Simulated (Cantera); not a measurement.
Input (Python, Cantera):

```python
import numpy as np
import cantera as ct

gas = ct.Solution("h2o2.yaml")
gas.TPX = 450, 260000, {'H2': 1, 'O2': 0.5, 'N2': 1.75}
flame = ct.FreeFlame(gas, width=0.02)
flame.set_refine_criteria(ratio=3, slope=0.08, curve=0.16)
flame.transport_model = "mixture-averaged"
flame.solve(loglevel=0, auto=True)
z, T = flame.grid, flame.T
thick = (T[-1] - T[0]) / np.gradient(T, z).max()
show = ['H2', 'O2', 'O', 'H2O', 'H2O2', 'H']
print(f"laminar burning velocity  {flame.velocity[0] * 100:.3f} cm/s")
print(f"burnt temperature         {T[-1]:.1f} K")
print(f"thermal thickness         {thick * 1e3:.4f} mm")
print(f"grid points               {len(z)}")
z0 = z[flame.heat_release_rate.argmax()]
print(f"{'z/mm':>9s}{'T/K':>9s}{'u/(m/s)':>9s}" + "".join(f"{s:>11s}" for s in show))
rows = []
for k in (-3, -2, -1.5, -1, -0.5, -0.25, 0, 0.25, 0.5, 1, 2, 4, 8):
    zz = z0 + k * thick
    rows.append([k * thick, np.interp(zz, z, T), np.interp(zz, z, flame.velocity),
                 *(np.interp(zz, z, flame.X[gas.species_index(s)]) for s in show)])
    print(f"{rows[-1][0] * 1e3:9.3f}{rows[-1][1]:9.1f}{rows[-1][2]:9.3f}" + "".join(f"{x:11.3e}" for x in rows[-1][3:]))
```

Output:

```
laminar burning velocity  475.030 cm/s
burnt temperature         2540.6 K
thermal thickness         0.1178 mm
grid points               113
     z/mm      T/K  u/(m/s)         H2         O2          O        H2O       H2O2          H
   -0.353    450.0    4.750  3.077e-01  1.538e-01  3.062e-13  1.860e-11  5.914e-14  6.978e-16
   -0.236    450.0    4.750  3.077e-01  1.538e-01  3.354e-11  2.477e-09  1.080e-11  7.663e-14
   -0.177    450.0    4.750  3.076e-01  1.539e-01  2.844e-10  2.319e-08  1.168e-10  6.670e-13
   -0.118    450.2    4.749  3.072e-01  1.540e-01  1.136e-08  1.354e-06  9.884e-09  7.016e-11
   -0.059    469.9    4.899  2.979e-01  1.557e-01  2.399e-06  5.699e-04  7.384e-06  4.588e-06
   -0.029    733.4    7.367  2.559e-01  1.521e-01  2.005e-04  2.192e-02  8.906e-05  2.148e-03
    0.000   1238.6   11.997  1.675e-01  1.176e-01  3.311e-03  1.047e-01  2.626e-05  1.943e-02
    0.029   1599.3   15.290  8.637e-02  6.278e-02  8.573e-03  2.029e-01  5.210e-06  3.733e-02
    0.059   1788.2   16.986  5.530e-02  3.669e-02  1.021e-02  2.467e-01  2.867e-06  3.903e-02
    0.118   1975.3   18.589  4.477e-02  2.525e-02  9.105e-03  2.689e-01  1.542e-06  3.038e-02
    0.236   2148.9   20.000  4.002e-02  2.034e-02  6.506e-03  2.842e-01  9.222e-07  1.989e-02
    0.471   2298.5   21.167  3.371e-02  1.608e-02  4.142e-03  3.000e-01  6.422e-07  1.188e-02
    0.943   2413.9   22.037  2.685e-02  1.248e-02  2.466e-03  3.142e-01  4.955e-07  6.705e-03
```

Cantera simulation using the H2/O2 subset of GRI-Mech 3.0, which has no nitrogen chemistry; the numbers are that mechanism's predictions, not measurements. The hydrogen kinetics of GRI-Mech 3.0 are dated; newer H2 mechanisms differ, most at raised pressure. Burning velocities carry a grid error of a few per cent, more on coarse grids.
